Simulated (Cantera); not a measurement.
## Gas-phase reforming

An isothermal, constant-pressure homogeneous reactor starts with 88.7 % CH4, 11.3 % CO2, at 1850 K and 13000 Pa.

Detailed kinetics in Cantera: GRI-Mech 3.0 (53 species, 325 reactions). GRI-Mech 3.0 stops at C3 and has no aromatics, soot or wall deposition, so with more carbon than oxygen in the feed, carbon stays in small species such as C2H2 where larger ones or solid carbon would form.

```
t (s)       x CH4     x CO2   x HO2   x C2H2     x CH3
--------  -------  --------  ------  -------  --------
0.000500    0.757     0.107  <1e-12  0.00664    0.0145
0.00106     0.519    0.0910  <1e-12   0.0576    0.0126
0.00226     0.310    0.0711  <1e-12    0.136   0.00756
0.00480     0.176    0.0511  <1e-12    0.181   0.00456
0.0102     0.0887    0.0276  <1e-12    0.207   0.00256
0.0217     0.0401   0.00764  <1e-12    0.219   0.00131
0.0461     0.0188   0.00150  <1e-12    0.220  0.000677
0.0980     0.0115   0.00106  <1e-12    0.214  0.000427
0.208     0.00821  0.000663  <1e-12    0.204  0.000302
0.443     0.00492  0.000222  <1e-12    0.196  0.000179
0.941     0.00222   2.10e-5  <1e-12    0.193   8.07e-5
2.00      0.00135   1.45e-7  <1e-12    0.193   4.90e-5
```
x: mole fraction; the columns are a selection and need not sum to one.

Equilibrium at this temperature and pressure: CH4 0.00132, CO2 2.79e-9, HO2 <1e-12, C2H2 0.193, CH3 4.79e-5 (gas phase only).
